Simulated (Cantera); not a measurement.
Mixture: 11.2 % CH₄, 18.7 % O₂, 70.1 % N₂, equivalence ratio 1.2, at 6.50 bar, adiabatic and at constant volume. Ignition delay is the time to a rise of 400 K.

Computed with Cantera and GRI-Mech 3.0 (53 species, 325 reactions).

Predict: delay at 1225 K; delay at 1325 K; delay at 1425 K; delay at 1525 K; delay at 1625 K; apparent activation energy between 1525 and 1625 K.


| Item | Value |
|---|---|
| delay at 1225 K | 5.75 ms |
| delay at 1325 K | 1.74 ms |
| delay at 1425 K | 0.582 ms |
| delay at 1525 K | 0.212 ms |
| delay at 1625 K | 84.6 µs |
| apparent activation energy between 1525 and 1625 K | 190 kJ/mol |
